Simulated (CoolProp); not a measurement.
Vapour-liquid equilibrium of CHF3 (R23) (1) + R134a (2) at -57.75 °C; x and y are mole fractions of (1).

Model: multi-fluid Helmholtz-energy mixture model, Penoncello 2003 and Tillner-Roth 1994; pair parameters Bell 2016, in CoolProp.

Task: Give the bubble pressure and the first vapour's composition at x = 0.05, 0.5, 0.8. Is there an azeotrope?

Result: x = 0.05: 0.03346 MPa, y = 0.473; x = 0.5: 0.1726 MPa, y = 0.941; x = 0.8: 0.2740 MPa, y = 0.984. No azeotrope shows between x = 0.05 and 0.95.

Pair parameters are fitted to limited data, so mixtures are less certain than the pure fluids.
